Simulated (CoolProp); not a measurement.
Vapour-liquid equilibrium of ethanol (1) + cyclohexane (2) at 0.0891 MPa; x and y are mole fractions of (1).

Values from CoolProp's multi-fluid Helmholtz-energy mixture model, Schroeder 2014 and Zhou 2014; pair parameters Bell 2016.

```
x      bubble temperature (°C)  y at the bubble point  dew temperature at overall composition x (°C)  liquid density (mol/L)
-----  -----------------------  ---------------------  ---------------------------------------------  ----------------------
0.05                      70.0                  0.218                                           75.1                       …
0.125                        …                  0.360                                              …                   9.193
0.2                       63.6                      …                                           70.5                   9.538
0.275                        …                  0.448                                           68.1                   9.905
0.35                      62.7                  0.460                                           65.7                       …
0.425                     62.7                  0.463                                           63.5                   10.75
0.5                       62.7                  0.465                                           63.3                   11.25
0.575                     62.7                  0.468                                           65.2                   11.80
0.65                      62.8                  0.477                                           67.2                   12.41
0.725                     63.3                  0.501                                           69.1                   13.08
0.8                       64.5                  0.548                                           70.9                   13.82
0.875                     66.9                  0.640                                           72.6                   14.61
0.95                      71.1                  0.811                                           74.2                   15.46
```

### Question
What belongs in the gaps?

### Answer

- 0.05, liquid density (mol/L): 8.850
- 0.125, bubble temperature (°C): 65.4
- 0.125, dew temperature at overall composition x (°C): 72.8
- 0.2, y at the bubble point: 0.421
- 0.275, bubble temperature (°C): 62.9
- 0.35, liquid density (mol/L): 10.31

y crosses x between x = 0.425 and 0.5: the model has an azeotrope there.

Pair parameters are fitted to limited data, so mixtures are less certain than the pure fluids.
